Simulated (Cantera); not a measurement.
Feed: 1 mol borazine, 0.46 mol H2O, 0.22 mol N2, at 5.40 Torr.

These are equilibrium values from Cantera (NASA tables, ideal gas, pure condensed phases), not measurements of a reactor. Candidate condensed phases: B, BN, B2O3, B3O3H3, H2O; 39 gas species. The feed counts by its element totals alone. Mutual solubility and eutectic melting of coexisting phases are not modelled. The numbers say what is thermodynamically allowed, not how fast it happens.

Over these rows the condensed part is BN(s) + B2O3(l). Partial pressures as log10 of bar:

| T (K) | 1000/T (1/K) | log p HBO2 | log p H2 | log p N2 |
|---|---|---|---|---|
| 825 | 1.2121 | -9.15 | -2.19 | -3.16 |
| 975 | 1.0256 | -7.44 | -2.19 | -3.16 |
| 1125 | 0.8889 | -6.21 | -2.19 | -3.16 |
| 1275 | 0.7843 | -5.30 | -2.19 | -3.16 |
| 1425 | 0.7018 | ? | -2.19 | -3.16 |
| 1575 | 0.6349 | -4.03 | -2.21 | -3.16 |

**Question.** Fit log p(HBO2) = a + b·(1000/T) to the five rows, give the apparent enthalpy, and predict the row at 1425 K.

**Answer.** Means: 1000/T = 0.9092, log p = -6.426. Sxy = -1.745374, Sxx = 0.1965500, so b = -8.88 and a = -6.426 − (-8.88)×0.9092 = 1.65.
Apparent enthalpy: −19.145 × (-8.88) = 170 kJ/mol. With the condensed phases at unit activity, 2/3 B2O3(l) + 1/2 H2(g) + 1/6 N2(g) = HBO2(g) + 1/3 BN(s) links this pressure to the main gases: over the six rows their terms move log p by -0.01 in all, so the slope is close to that reaction's ΔH°. The five rows lie within 0.04 of the line.
Prediction at 1425 K: 1.65 + (-8.88)×0.7018 = -4.58. The computed value is -4.59, 0.01 from the line.
